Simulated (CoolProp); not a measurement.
Sulfur hexafluoride at 496.47 K and 9.63 MPa flows at 15 m/s in a round tube of 2 mm bore and 0.25 µm roughness, fully developed (64/Re and Nu = 3.66 if laminar; Colebrook and Gnielinski if turbulent). Each further row changes one setting.

The numbers come from the reference Helmholtz-energy equation of state, Guder 2009 in CoolProp.

```tsv
case	Reynolds number	Darcy friction factor	pressure drop (Pa/m)	heat-transfer coefficient (W/(m² K))	mass flow (kg/h)
as stated	363000	0.0153	331000	11400	65.3
velocity 30 m/s	726000	?	?	?	?
diameter 4 mm	726000	0.0133	144000	?	261
```

### Question
Fill in the missing entries.

### Answer

- velocity 30 m/s, Darcy friction factor: 0.0142
- velocity 30 m/s, pressure drop (Pa/m): 1230000
- velocity 30 m/s, heat-transfer coefficient (W/(m² K)): 21200
- velocity 30 m/s, mass flow (kg/h): 131
- diameter 4 mm, heat-transfer coefficient (W/(m² K)): 9980

Viscosity comes from a separate model (Quiñones-Cisneros 2012). Thermal conductivity comes from a separate model (Assael 2012).
